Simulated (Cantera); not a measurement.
An adiabatic, constant-volume homogeneous reactor starts with CH₄ : C₂H₆ : O₂ : N₂ = 1 : 0.042 : 6.51 : 24.5 (molar parts), at 1475 K and 7500 Torr. Integrator tolerance rtol = 1e-08.

Computed with Cantera and GRI-Mech 3.0 (53 species, 325 reactions).

```json
[
 {"quantity": "time of steepest temperature rise", "before": "88.8 µs", "after": "71.2 µs"},
 {"quantity": "temperature at 2.00 s", "before": "2327 K", "after": "2347 K"},
 {"quantity": "equilibrium temperature", "before": "2327 K", "after": "2347 K"},
 {"quantity": "x(CH₄) at 2.00 s", "before": "<1e-12 (gas-phase equilibrium <1e-12)", "after": "<1e-12 (gas-phase equilibrium <1e-12)"},
 {"quantity": "x(C₂H₆) at 2.00 s", "before": "<1e-12 (gas-phase equilibrium <1e-12)", "after": "<1e-12 (gas-phase equilibrium <1e-12)"},
 {"quantity": "x(O₂) at 2.00 s", "before": "0.129 (gas-phase equilibrium 0.129)", "after": "0.128 (gas-phase equilibrium 0.128)"},
 {"quantity": "x(CO) at 2.00 s", "before": "0.000324 (gas-phase equilibrium 0.000324)", "after": "0.000367 (gas-phase equilibrium 0.000367)"},
 {"quantity": "x(C₂H₂) at 2.00 s", "before": "<1e-12 (gas-phase equilibrium <1e-12)", "after": "<1e-12 (gas-phase equilibrium <1e-12)"},
 {"quantity": "x(OH) at 2.00 s", "before": "0.00289 (gas-phase equilibrium 0.00289)", "after": "0.00311 (gas-phase equilibrium 0.00311)"},
 {"quantity": "x(NO) at 2.00 s", "before": "0.0128 (gas-phase equilibrium 0.0128)", "after": "0.0133 (gas-phase equilibrium 0.0133)"}
]
```

Question: What was changed between the two runs?
A) CH4 1 to 0.56 parts
B) CH4 1 to 0.34 parts
C) initial temperature 1475 to 1400 K
D) initial temperature 1475 to 1500 K

Answer: D, initial temperature 1475 to 1500 K
